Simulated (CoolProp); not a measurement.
Properties of sulfur hexafluoride along the isobar 14.4 MPa (Tc = 45.6 °C, pc = 3.755 MPa, ω = 0.210).

Values from CoolProp's reference Helmholtz-energy equation of state, Guder 2009.

```
T (°C)          phase  speed of sound (m/s)  Joule-Thomson coefficient (K/MPa)  isothermal compressibility (1/MPa)  fugacity coefficient
------  -------------  --------------------  ---------------------------------  ----------------------------------  --------------------
35.35          liquid                 350.0                            0.06815                            0.008006                0.2324
42.95          liquid                 329.1                             0.1356                            0.009335                0.2607
50.45   supercritical                 309.4                             0.2113                             0.01091                0.2895
58.05   supercritical                 290.4                             0.2982                             0.01283                     …
65.55   supercritical                 272.7                             0.3949                             0.01510                0.3495
73.15   supercritical                 256.0                             0.5046                             0.01782                0.3802
80.65   supercritical                 241.0                             0.6239                                   …                0.4104
88.15   supercritical                     …                             0.7528                             0.02455                0.4404
95.75   supercritical                 215.2                             0.8902                             0.02860                0.4703
103.25  supercritical                 204.9                              1.028                             0.03290                     …
110.85  supercritical                     …                                  …                             0.03740                0.5278
118.35  supercritical                 189.1                              1.289                             0.04178                     …
125.95  supercritical                 183.6                              1.402                             0.04597                0.5815
133.45  supercritical                 179.5                              1.494                             0.04971                0.6065
140.95  supercritical                 176.6                                  …                             0.05296                0.6305
```

**Question.** Complete the blanks.

**Answer.** 
- 58.05, fugacity coefficient: 0.3195
- 80.65, isothermal compressibility (1/MPa): 0.02096
- 88.15, speed of sound (m/s): 227.4
- 103.25, fugacity coefficient: 0.4993
- 110.85, speed of sound (m/s): 196.1
- 110.85, Joule-Thomson coefficient (K/MPa): 1.164
- 118.35, fugacity coefficient: 0.5549
- 140.95, Joule-Thomson coefficient (K/MPa): 1.566
